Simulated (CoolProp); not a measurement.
A simple Rankine cycle with methanol: condensing at 333.15 K, boiler at 6.07 MPa, turbine inlet 497.9 K, turbine efficiency 0.65, pump efficiency 0.7, no recuperator. Each further row changes one setting.

The numbers come from the reference Helmholtz-energy equation of state, de Reuck 1993 in CoolProp.

```tsv
case	thermal efficiency (%)	net work (kJ/kg)	heat in (kJ/kg)	turbine exit temperature (K)	volume ratio over the turbine
as stated	[?]	179	1090	333.2	[?]
turbine inlet 517.9 K	[?]	211	1240	333.2	60.3
condensing temperature 325.15 K	[?]	192	1120	325.2	[?]
boiler pressure 4.25 MPa	[?]	202	[?]	333.2	40.9
turbine efficiency 0.55	13.7	150	1090	333.2	[?]
```

Question: Some entries are withheld; supply them.

Answer: 
- as stated, thermal efficiency (%): 16.3
- as stated, volume ratio over the turbine: 72.1
- turbine inlet 517.9 K, thermal efficiency (%): 17.0
- condensing temperature 325.15 K, thermal efficiency (%): 17.2
- condensing temperature 325.15 K, volume ratio over the turbine: 98.5
- boiler pressure 4.25 MPa, thermal efficiency (%): 16.1
- boiler pressure 4.25 MPa, heat in (kJ/kg): 1250
- turbine efficiency 0.55, volume ratio over the turbine: 74.4

The expansion ends wet for: as stated; turbine inlet 517.9 K; condensing temperature 325.15 K; boiler pressure 4.25 MPa; turbine efficiency 0.55.
